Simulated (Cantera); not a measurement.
Feed: 1 mol SiCl4, 2.3 mol O2, 0.2 mol H2, 0.82 mol O3, at 1700 Pa.

Cantera equilibrium calculation (NASA polynomials, part measured and part estimated; ideal gas, pure solids and liquids). Candidate condensed phases: H2O, Si, SiO2; 30 gas species. The tables hold silica as quartz up to 1696 K and as liquid above; real silica turns to tridymite and cristobalite and melts near 1996 K. The numbers say what is thermodynamically allowed, not how fast it happens.

### Question
Which condensed phases are stable at each of these points (T (°C)): 402, 452, 502, 552, 602, 652, 702, 752, 802, 852, 902?

### Answer
```csv
T (°C),condensed phases,Si condensed (%)
402,SiO2(α-quartz),100.0
452,SiO2(α-quartz),100.0
502,SiO2(α-quartz),100.0
552,SiO2(α-quartz),100.0
602,SiO2(β-quartz),100.0
652,SiO2(β-quartz),100.0
702,SiO2(β-quartz),100.0
752,SiO2(β-quartz),100.0
802,SiO2(β-quartz),100.0
852,SiO2(β-quartz),100.0
902,SiO2(β-quartz),100.0
```

From 402 °C to 552 °C the condensed part is SiO2(α-quartz). From 602 °C to 902 °C the condensed part is SiO2(β-quartz).
